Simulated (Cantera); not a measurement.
# Thermal oxidation and active oxidation of silicon: Si + O2 + N2

Input: 1 mol Si, 0.014 mol O2, 380 mol N2, at 8.25 Torr.

Method: chemical equilibrium by Gibbs-energy minimisation in Cantera with the NASA 1993 tables (ideal gas, pure condensed phases). Candidate condensed phases: Si, SiO2, Si2N2O, Si3N4; 16 gas species. The tables' values for SiN are old estimates; treat these amounts as uncertain. The numbers say what is thermodynamically allowed, not how fast it happens.

```
T (K)  log p N2  log p Si  log p SiO  log p Si2N  log p SiN  log p Si2  log p Si3  log p N  n Si3N4(s)  n Si(l)
-----  --------  --------  ---------  ----------  ---------  ---------  ---------  -------  ----------  -------
1650      -1.96     -7.37      -6.09       -9.05      -8.50     -10.65     -12.07   -12.68       0.323        0
1675      -1.96     -7.05      -6.09       -8.64      -8.21     -10.15     -11.44   -12.45       0.323        0
1700      -1.96     -6.73      -6.09       -8.24      -7.93      -9.66     -10.82   -12.23       0.322        0
1725      -1.96     -6.43      -6.09       -7.85      -7.66      -9.18     -10.22   -12.02       0.319        0
1750      -1.96     -6.13      -6.09       -7.47      -7.40      -8.73      -9.64   -11.81       0.314        0
1775      -1.96     -5.84      -6.09       -7.11      -7.14      -8.28      -9.08   -11.61       0.305        0
1800      -1.96     -5.56      -6.09       -6.75      -6.90      -7.85      -8.53   -11.42       0.287        0
1825      -1.96     -5.34      -6.09       -6.51      -6.71      -7.53      -8.16   -11.23           0    0.784
1850      -1.96     -5.19      -6.09       -6.40      -6.59      -7.35      -7.98   -11.04           0    0.709
1875      -1.96     -5.04      -6.09       -6.30      -6.47      -7.17      -7.81   -10.86           0    0.606
```
log p: log10 of the partial pressure in bar; n: condensed amount in mol.

From 1650 K to 1800 K the condensed part is Si3N4(s). From 1825 K to 1875 K the condensed part is Si(l). The main Si-bearing gas is SiO at 1650 K and Si at 1875 K. The share of Si in condensed phases is highest at 1650 K (97.0 %) and lowest at 1875 K (60.6 %).
